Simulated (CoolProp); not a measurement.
Vapour-liquid equilibrium of propane (1) + R113 (2) at 20.15 °C; x and y are mole fractions of (1).

Values from CoolProp's multi-fluid Helmholtz-energy mixture model, Lemmon 2009 and Marx 1992; pair parameters Bell 2016.

```
x     bubble pressure (bar)  y at the bubble point  dew pressure at overall composition x (bar)  liquid density (mol/L)
----  ---------------------  ---------------------  -------------------------------------------  ----------------------
0.05                 0.8317                  0.569                                       0.3881                   8.527
0.15                  1.736                  0.807                                       0.4327                   8.782
0.25                  2.597                  0.880                                       0.4888                   9.047
0.35                  3.410                  0.917                                       0.5615                   9.323
0.45                  4.176                  0.939                                       0.6595                   9.609
0.55                  4.910                  0.954                                       0.7987                   9.906
0.65                  5.628                  0.966                                        1.012                   10.21
0.75                  6.353                  0.976                                        1.379                   10.53
0.85                  7.114                  0.986                                        2.157                   10.85
0.95                  7.944                  0.995                                        4.701                   11.17
```

No azeotrope shows between x = 0.05 and 0.95.

The pair parameters rest on a limited set of measurements; away from them the model extrapolates. The gap from Raoult's law changes sign with composition, which may be real or a fault of the pair parameters; it wasn't checked against measurements.
